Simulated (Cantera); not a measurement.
Cantera with NASA thermochemical tables; ideal gases at 1 bar, condensed phases pure. Values are per mole of reaction as written; species without (g) are pure solids or liquids, kept so even where they would boil at 1 bar.

2 HF(g) + Mg → MgF₂ + H₂(g), with ΔH° = -579.2 kJ and ΔS° = -192.1 J/K at 300 K.

**Question.** How far is the shortcut ΔG° ≈ ΔH°(300 K) − T·ΔS°(300 K) from the full temperature-dependent value at 900, 1000, 1100, 1200, 1300, 1400, 1500 K?

**Answer.** 
```tsv
T (K)	shortcut (kJ)	full (kJ)	difference (kJ)	difference in log10 K	condensed phases
900	-406.2	-411.7	5.4	-0.32	Mg(s), MgF₂(s)
1000	-387.0	-393.5	6.5	-0.34	Mg(l), MgF₂(s)
1100	-367.8	-375.4	7.5	-0.36	Mg(l), MgF₂(s)
1200	-348.6	-357.3	8.7	-0.38	Mg(l), MgF₂(s)
1300	-329.4	-339.4	10.0	-0.40	Mg(l), MgF₂(s)
1400	-310.2	-321.7	11.5	-0.43	Mg(l), MgF₂(s)
1500	-291.0	-304.0	13.1	-0.45	Mg(l), MgF₂(s)
```
The shortcut ignores heat capacities and the phase changes listed.
